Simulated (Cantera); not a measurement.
## Reactions in the system H-I-N-Pb

Standard-state values (1 bar) from the NASA 1993 polynomials, evaluated with Cantera. Values are per mole of reaction as written; species without (g) are pure solids or liquids, kept so even where they would boil at 1 bar.

2 N(g) + 3 Pb(g) + 6 HI(g) → 3 PbI2(g) + 2 NH3(g)

```
T (K)  ΔH° (kJ)  ΔS° (J/K)  ΔG° (kJ)  log10 K
-----  --------  ---------  --------  -------
300     -1790.6     -608.3   -1608.1   279.99
400     -1793.8     -617.5   -1546.8   201.99
425     -1794.5     -619.2   -1531.3   188.20
450     -1795.2     -620.7   -1515.8   175.95
475     -1795.8     -622.2   -1500.3   164.98
500     -1796.4     -623.4   -1484.7   155.10
525     -1797.0     -624.6   -1469.1   146.17
550     -1797.6     -625.7   -1453.5   138.04
575     -1798.2     -626.7   -1437.8   130.61
600     -1798.7     -627.6   -1422.2   123.81
```

I2 + Pb → PbI2(g)

| T (K) | ΔH° (kJ) | ΔS° (J/K) | ΔG° (kJ) | log10 K | condensed phases |
|---|---|---|---|---|---|
| 300 | -3.2 | 178.5 | -56.8 | 9.88 | I2(s), Pb(s) |
| 400 | -21.9 | 129.5 | -73.7 | 9.62 | I2(l), Pb(s) |
| 425 | -23.1 | 126.5 | -76.9 | 9.45 | I2(l), Pb(s) |
| 450 | -24.4 | 123.7 | -80.0 | 9.29 | I2(l), Pb(s) |
| 475 | -25.6 | 121.0 | -83.1 | 9.13 | I2(l), Pb(s) |
| 500 | -26.9 | 118.4 | -86.1 | 8.99 | I2(l), Pb(s) |
| 525 | -28.1 | 115.9 | -89.0 | 8.85 | I2(l), Pb(s) |
| 550 | -29.4 | 113.6 | -91.9 | 8.72 | I2(l), Pb(s) |
| 575 | -30.7 | 111.3 | -94.7 | 8.60 | I2(l), Pb(s) |
| 600 | -31.9 | 109.1 | -97.4 | 8.48 | I2(l), Pb(s) |
